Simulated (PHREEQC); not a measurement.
A solution holds 0.02 mol/kgw CuCl2, 0.12 mol/kgw HNO3 and 0.0084 mol/kgw Na2SO4, at 57 °C. Closed to the air; pH follows from the charge balance.

The numbers come from PHREEQC with the ion-association model, phreeqc.dat.

No solid was allowed to form.

What pH does the model give?

pH 1.05.

In which forms is Cl present?

Cl- 94 %, CuCl+ 5.7 % of the Cl.

Constants without temperature data keep their 25 °C values here.
